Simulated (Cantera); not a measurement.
A perfectly stirred reactor is fed with 19.6 % H2, 16.1 % O2, 60.5 % N2, 3.73 % H2O, equivalence ratio 0.61, at 4.70 bar; it is adiabatic with a 650 K inlet, and is followed from long to short residence time, starting on the burning branch (τ in s: 0.13, 0.048, 0.018, 0.0068, 0.0025, 0.00094, 0.00035, 0.00013, 4.9e-05, 1.8e-05).

Detailed kinetics in Cantera: the H2/O2 subset of GRI-Mech 3.0, which has no nitrogen chemistry. The hydrogen kinetics of GRI-Mech 3.0 are dated; newer H2 mechanisms differ, most at raised pressure.

Q: Predict: blow-out, bracketed by the residence times tried; x(H2) at τ = 0.130 s; x(O2) at τ = 0.130 s; x(H2O) at τ = 0.130 s; x(O) at τ = 0.130 s; x(HO2) at τ = 0.130 s; x(H2) at τ = 0.940 ms; x(O2) at τ = 0.940 ms; x(H2O) at τ = 0.940 ms; x(O) at τ = 0.940 ms; x(HO2) at τ = 0.940 ms.

A: 
```json
{
 "blow_out_bracketed_by_the_residence_times_tried": "burning at 18.0 µs, the shortest tried",
 "x(H2) at τ = 0.130 s": "0.000244",
 "x(O2) at τ = 0.130 s": "0.0691",
 "x(H2O) at τ = 0.130 s": "0.258",
 "x(O) at τ = 0.130 s": "0.000150",
 "x(HO2) at τ = 0.130 s": "4.00e-6",
 "x(H2) at τ = 0.940 ms": "0.00128",
 "x(O2) at τ = 0.940 ms": "0.0688",
 "x(H2O) at τ = 0.940 ms": "0.255",
 "x(O) at τ = 0.940 ms": "0.000576",
 "x(HO2) at τ = 0.940 ms": "1.05e-5"
}
```
